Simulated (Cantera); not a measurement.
A Cantera script and what it prints.

```python
import numpy as np
import cantera as ct

gas_names = [...]  # 91 gases of nasa_gas.yaml made of C, Cl, H
cond_names = """
    C(gr) C6H6(L) C7H8(L) C8H18(L),n-octa
""".split()


# ... load() reads the species with a 1 bar reference pressure and builds the phases ...
atoms = {
    'CCl4': {'C': 1, 'CL': 4},
    'H2': {'H': 2},
}
top_T = {'C(gr)': 4500}  # K; cautious upper limits of use, not melting points


# ... equilibrate(T, P, feed) seeds the gas with the atoms and calls Mixture.equilibrate('TP', solver="vcs", rtol=1e-11, max_steps=5000) ...
results = []
feed = {'CCl4': 1, 'H2': 7.9}  # mol
P = 140  # Pa
for T in [1573, 1723, 1873, 2023, 2173, 2323, 2473, 2623, 2773, 2923]:
    mix = equilibrate(T, P, feed)
    results.append((T, P, feed, dict(zip(mix.species_names, mix.species_moles))))

top = {s: max(r[3][s] / sum(r[3][g] for g in gas_names) for r in results) for s in gas_names}
cols = sorted((s for s in top if top[s] > 1e-05), key=lambda s: -top[s])[:9]
seen = [c for c in cond_names if any(r[3].get(c, 0) > 1e-12 for r in results)]
print("log10 of partial pressures in bar; condensed amounts in mol")
print(f"{'T/K':>10s}" + "".join(f"{s[:9]:>10s}" for s in cols + seen))
for T, P, feed, n in results:
    ng = sum(n[g] for g in gas_names)
    print(f"{T:10.4g}" + "".join(f"{np.log10(max(n[s] / ng * P / 1e5, 1e-99)):10.3f}" for s in cols)
          + "".join(f"{n.get(c, 0):10.4g}" for c in seen))
```

Output:

```
log10 of partial pressures in bar; condensed amounts in mol
       T/K         H        H2       HCL        CL        C3         C C2H2,acet        C2       C2H     C(gr)
      1573    -5.930    -3.079    -3.248    -6.199   -16.399   -15.603    -7.764   -17.491   -13.154    0.9997
      1723    -5.279    -3.081    -3.251    -5.561   -14.010   -13.528    -7.124   -15.097   -11.528    0.9989
      1873    -4.733    -3.086    -3.259    -5.027   -12.011   -11.786    -6.591   -13.091   -10.167    0.9963
      2023    -4.271    -3.099    -3.281    -4.582   -10.314   -10.304    -6.148   -11.385    -9.014    0.9896
      2173    -3.882    -3.131    -3.331    -4.219    -8.857    -9.027    -5.787    -9.918    -8.032    0.9749
      2323    -3.561    -3.197    -3.430    -3.938    -7.594    -7.917    -5.512    -8.644    -7.197    0.9471
      2473    -3.312    -3.321    -3.602    -3.743    -6.488    -6.942    -5.337    -7.526    -6.497    0.8966
      2623    -3.140    -3.530    -3.865    -3.631    -5.513    -6.079    -5.281    -6.538    -5.928     0.743
      2773    -3.046    -3.834    -4.214    -3.586    -4.724    -5.337    -5.402    -5.711    -5.532         0
      2923    -2.998    -4.182    -4.589    -3.570    -4.783    -4.925    -6.095    -5.479    -5.725         0
```

Method: chemical equilibrium by Gibbs-energy minimisation in Cantera with the NASA 1993 tables (ideal gas, pure condensed phases).
